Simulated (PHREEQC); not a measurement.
# Metal-bearing waste water: speciation

Dissolve 0.0033 mol/kgw MnSO4, 0.0032 mol/kgw CuCl2 and 0.008 mol/kgw HCl at 16 °C. Closed to the air; pH follows from the charge balance.

Model: ion-association model, phreeqc.dat, run in PHREEQC.

| Property | Value |
|---|---|
| pH | 2.19 |
| ionic strength | 0.0268 mol/kgw |
| specific conductance | 3270 µS/cm |
| total alkalinity | -8.00 meq/kg |

| species | molality | activity | log γ |
|---|---|---|---|
| Cl- | 0.0143 | 0.0122 | -0.068 |
| H+ | 0.00733 | 0.00645 | -0.055 |
| Mn+2 | 0.00293 | 0.00165 | -0.249 |
| Cu+2 | 0.00282 | 0.00159 | -0.249 |
| SO4-2 | 0.00202 | 0.00111 | -0.260 |
| HSO4- | 0.000671 | 0.000576 | -0.067 |
| CuSO4 | 0.000336 | 0.000338 | 0.003 |
| MnSO4 | 0.000272 | 0.000273 | 0.003 |
| MnCl+ | 9.53e-5 | 8.21e-5 | -0.065 |
| CuCl+ | 3.88e-5 | 3.32e-5 | -0.068 |
| MnCl2 | 4.34e-7 | 4.37e-7 | 0.003 |
| CuCl2 | 1.95e-7 | 1.96e-7 | 0.003 |

This is a speciation only: nothing precipitates in the calculation.
